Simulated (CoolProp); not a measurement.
R21 along the isobar 62.6 bar: Z from the reference equation and from simpler models built on Tc = 452.7 K, pc = 52.89 bar, ω = 0.206; each cubic takes its own stable root.

Values from CoolProp's reference Helmholtz-energy equation of state, Platzer 1990. This equation is an older, rougher fit; its heat capacities, sound speeds and derivatives of the liquid may be far off and weren't checked against measurements.

```json
[
 {"T (K)": "395", "phase": "liquid", "reference": "0.1753", "Soave-Redlich-Kwong": "0.1925", "Peng-Robinson": "0.1705"},
 {"T (K)": "403.7", "phase": "liquid", "reference": "0.1764", "Soave-Redlich-Kwong": "0.1953", "Peng-Robinson": "?"},
 {"T (K)": "412.3", "phase": "liquid", "reference": "0.1783", "Soave-Redlich-Kwong": "0.1992", "Peng-Robinson": "0.1767"},
 {"T (K)": "421", "phase": "liquid", "reference": "0.1810", "Soave-Redlich-Kwong": "0.2045", "Peng-Robinson": "0.1818"},
 {"T (K)": "429.7", "phase": "liquid", "reference": "0.1851", "Soave-Redlich-Kwong": "0.2119", "Peng-Robinson": "0.1889"},
 {"T (K)": "438.3", "phase": "liquid", "reference": "0.1912", "Soave-Redlich-Kwong": "0.2225", "Peng-Robinson": "0.1990"},
 {"T (K)": "447", "phase": "liquid", "reference": "?", "Soave-Redlich-Kwong": "0.2392", "Peng-Robinson": "0.2152"},
 {"T (K)": "455.7", "phase": "supercritical", "reference": "0.2234", "Soave-Redlich-Kwong": "0.2701", "Peng-Robinson": "0.2456"},
 {"T (K)": "464.3", "phase": "supercritical", "reference": "?", "Soave-Redlich-Kwong": "0.3594", "Peng-Robinson": "?"},
 {"T (K)": "473", "phase": "supercritical", "reference": "0.4567", "Soave-Redlich-Kwong": "0.4899", "Peng-Robinson": "?"}
]
```

Q: What belongs in the gaps?

A: 
- 403.7, Peng-Robinson: 0.1731
- 447, reference: 0.2015
- 464.3, reference: 0.3182
- 464.3, Peng-Robinson: 0.3360
- 473, Peng-Robinson: 0.4615
